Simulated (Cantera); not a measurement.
## Carbon deposition, reforming and gasification: C2H2 + H2O

A closed system holds: 1 mol C2H2, 0.09 mol H2O, at 1.00 bar.

Method: chemical equilibrium by Gibbs-energy minimisation in Cantera with the NASA 1993 tables (ideal gas, pure condensed phases). Candidate condensed phases: C, C6H6, C7H8, C8H18, H2O; 110 gas species. Kinetics and transport are ignored.

```json
[
 {"T (K)": "1898", "log p H2": "-0.04", "log p CO": "-1.12", "log p H": "-3.12", "log p C2H2 (acetylene)": "-3.46", "log p CH4": "-3.32", "n C(graphite)": "1.91"},
 {"T (K)": "1973", "log p H2": "-0.04", "log p CO": "-1.12", "log p H": "-2.89", "log p C2H2 (acetylene)": "-3.23", "log p CH4": "-3.41", "n C(graphite)": "1.91"},
 {"T (K)": "2048", "log p H2": "-0.04", "log p CO": "-1.12", "log p H": "-2.67", "log p C2H2 (acetylene)": "-3.02", "log p CH4": "-3.50", "n C(graphite)": "1.91"},
 {"T (K)": "2123", "log p H2": "-0.04", "log p CO": "-1.12", "log p H": "-2.46", "log p C2H2 (acetylene)": "-2.82", "log p CH4": "-3.58", "n C(graphite)": "1.91"},
 {"T (K)": "2198", "log p H2": "-0.04", "log p CO": "-1.12", "log p H": "-2.27", "log p C2H2 (acetylene)": "-2.63", "log p CH4": "-3.65", "n C(graphite)": "1.90"},
 {"T (K)": "2273", "log p H2": "-0.04", "log p CO": "-1.12", "log p H": "-2.10", "log p C2H2 (acetylene)": "-2.46", "log p CH4": "-3.73", "n C(graphite)": "1.90"},
 {"T (K)": "2348", "log p H2": "-0.04", "log p CO": "-1.12", "log p H": "-1.93", "log p C2H2 (acetylene)": "-2.30", "log p CH4": "-3.79", "n C(graphite)": "1.90"},
 {"T (K)": "2423", "log p H2": "-0.05", "log p CO": "-1.12", "log p H": "-1.77", "log p C2H2 (acetylene)": "-2.16", "log p CH4": "-3.86", "n C(graphite)": "1.89"},
 {"T (K)": "2498", "log p H2": "-0.05", "log p CO": "-1.12", "log p H": "-1.63", "log p C2H2 (acetylene)": "-2.02", "log p CH4": "-3.92", "n C(graphite)": "1.89"},
 {"T (K)": "2573", "log p H2": "-0.06", "log p CO": "-1.12", "log p H": "-1.49", "log p C2H2 (acetylene)": "-1.89", "log p CH4": "-3.98", "n C(graphite)": "1.88"},
 {"T (K)": "2648", "log p H2": "-0.06", "log p CO": "-1.13", "log p H": "-1.36", "log p C2H2 (acetylene)": "-1.77", "log p CH4": "-4.05", "n C(graphite)": "1.87"}
]
```
log p: log10 of the partial pressure in bar; n: condensed amount in mol.

From 1898 K to 2648 K the condensed part is C(graphite). The main C-bearing gas is CO throughout.
